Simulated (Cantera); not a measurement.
## Counterflow diffusion flame

A counterflow diffusion flame at 1.20 bar, nozzles 20 mm apart: fuel side H2 = 1 (molar parts) at 548 K, oxidiser side O2 : N2 = 0.26 : 0.74 (molar parts) at 750 K, fuel mass flux 0.32 times the oxidiser's; mixture-averaged transport, no radiation.

Cantera simulation using the H2/O2 subset of GRI-Mech 3.0, which has no nitrogen chemistry; the numbers are that mechanism's predictions, not measurements. The maximum strain rate includes the flame's own expansion and is several times the mean.

| oxidiser flux (kg/m²/s) | max strain (1/s) | mean strain (1/s) | T max (K) | peak x OH | peak x H | peak x H2O | peak x HO2 |
|---|---|---|---|---|---|---|---|
| 0.72 | 1080 | 281 | 2760 | 0.0346 | 0.0253 | 0.307 | 3.62e-5 |
| 0.95 | 1430 | 371 | 2739 | 0.0346 | 0.0265 | 0.306 | 4.43e-5 |
| 1.3 | 1930 | 508 | 2707 | 0.0347 | 0.0281 | 0.304 | 5.42e-5 |
| 1.7 | 2520 | 664 | 2672 | 0.0347 | 0.0297 | 0.302 | 6.35e-5 |
| 2.2 | 3240 | 860 | 2632 | 0.0347 | 0.0316 | 0.300 | 7.40e-5 |
| 2.9 | 4230 | 1130 | 2585 | 0.0345 | 0.0343 | 0.297 | 8.60e-5 |
| 3.8 | 5550 | 1480 | 2530 | 0.0342 | 0.0371 | 0.294 | 9.88e-5 |
| 5.1 | 7430 | 1990 | 2470 | 0.0336 | 0.0407 | 0.291 | 0.000113 |
x: mole fraction; the columns are a selection and need not sum to one.
